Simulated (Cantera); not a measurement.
Adiabatic ignition

An adiabatic, constant-volume homogeneous reactor starts with CH3OH : O2 : N2 = 1 : 0.833 : 3.13 (molar parts), at 1675 K and 1130 Torr.

Computed with Cantera and GRI-Mech 3.0 (53 species, 325 reactions). GRI-Mech 3.0 was tuned for natural gas; its chemistry of methanol as a main component is partial and can be far from experiment.

| t (s) | T (K) | P (bar) | x CH3OH | x O2 | x NO | x H2O | x CO2 | x HCN | x CH3 |
|---|---|---|---|---|---|---|---|---|---|
| 4.00e-6 | 1675 | 1.50 | 0.200 | 0.167 | 6.93e-12 | 0.000674 | 3.80e-5 | 7.79e-12 | 9.67e-5 |
| 8.62e-6 | 1679 | 1.51 | 0.196 | 0.165 | 2.41e-11 | 0.00244 | 8.43e-5 | 2.76e-11 | 7.27e-5 |
| 1.86e-5 | 1727 | 1.58 | 0.170 | 0.151 | 1.83e-10 | 0.0180 | 0.000264 | 2.25e-10 | 6.07e-5 |
| 4.00e-5 | 2824 | 3.24 | <1e-12 | 0.00376 | 0.000145 | 0.194 | 0.0359 | 3.21e-9 | 5.21e-12 |
| 8.62e-5 | 2962 | 3.36 | <1e-12 | 0.00226 | 0.000742 | 0.204 | 0.0364 | 2.49e-8 | 1.40e-11 |
| 0.000186 | 2960 | 3.36 | <1e-12 | 0.00215 | 0.00180 | 0.204 | 0.0362 | 4.87e-8 | 1.45e-11 |
| 0.000400 | 2955 | 3.35 | <1e-12 | 0.00205 | 0.00300 | 0.203 | 0.0360 | 7.53e-8 | 1.48e-11 |
| 0.000862 | 2953 | 3.35 | <1e-12 | 0.00201 | 0.00348 | 0.203 | 0.0359 | 8.59e-8 | 1.49e-11 |
| 0.00186 | 2953 | 3.35 | <1e-12 | 0.00201 | 0.00351 | 0.203 | 0.0359 | 8.66e-8 | 1.49e-11 |
| 0.00400 | 2953 | 3.35 | <1e-12 | 0.00201 | 0.00351 | 0.203 | 0.0359 | 8.66e-8 | 1.49e-11 |
| 0.00862 | 2953 | 3.35 | <1e-12 | 0.00201 | 0.00351 | 0.203 | 0.0359 | 8.66e-8 | 1.49e-11 |
| 0.0186 | 2953 | 3.35 | <1e-12 | 0.00201 | 0.00351 | 0.203 | 0.0359 | 8.66e-8 | 1.49e-11 |
| 0.0400 | 2953 | 3.35 | <1e-12 | 0.00201 | 0.00351 | 0.203 | 0.0359 | 8.66e-8 | 1.49e-11 |
| 0.0862 | 2953 | 3.35 | <1e-12 | 0.00201 | 0.00351 | 0.203 | 0.0359 | 8.66e-8 | 1.49e-11 |
| 0.186 | 2953 | 3.35 | <1e-12 | 0.00201 | 0.00351 | 0.203 | 0.0359 | 8.66e-8 | 1.49e-11 |
| 0.400 | 2953 | 3.35 | <1e-12 | 0.00201 | 0.00351 | 0.203 | 0.0359 | 8.66e-8 | 1.49e-11 |
x: mole fraction; the columns are a selection and need not sum to one.

time of steepest temperature rise: 26.6 µs
temperature at 0.400 s: 2953 K
equilibrium temperature: 2953 K
x(CH3OH) at 0.400 s: <1e-12 (gas-phase equilibrium <1e-12)
x(O2) at 0.400 s: 0.00201 (gas-phase equilibrium 0.00201)
x(NO) at 0.400 s: 0.00351 (gas-phase equilibrium 0.00351)
